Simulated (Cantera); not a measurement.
Charge: 1 mol SiCl4, 0.22 mol C3H8, 48 mol H2, held at 1550 K and 0.870 bar.

These are equilibrium values from Cantera (NASA tables, ideal gas, pure condensed phases), not measurements of a reactor. Candidate condensed phases: C, C6H6, C7H8, C8H18, Si, SiC; 109 gas species. The tables' values for SiCl3 are old estimates; treat these amounts as uncertain. Rates play no part.

Base state: H2 0.929, HCl 0.0639, SiCl2 0.00546, SiCl3 0.000616, SiHCl3 0.000346, SiCl4 0.000194, SiH2Cl2 0.000101, CH4 3.61e-5 (mole fractions); condensed: SiC(s).

What changes in the equilibrium state with this change: temperature from 1550 K to 2175 K?


```json
[
 {"species": "H2", "before": "0.929", "after": "0.922"},
 {"species": "HCl", "before": "0.0639", "after": "0.0656"},
 {"species": "SiCl2", "before": "0.00546", "after": "0.00606"},
 {"species": "H", "before": "3.26e-5", "after": "0.00503"},
 {"species": "Si", "before": "1.42e-8", "after": "0.000217"},
 {"species": "Si2C", "before": "<1e-9", "after": "1.17e-5"},
 {"species": "C2H2 (acetylene)", "before": "8.32e-9", "after": "4.73e-5"},
 {"species": "SiC(s), mol", "before": "0.658", "after": "0.653"}
]
```
The tables' values for SiCl, SiCl3 are old estimates; treat these amounts as uncertain. Gases not in the tables: Si2H6 and higher silanes.
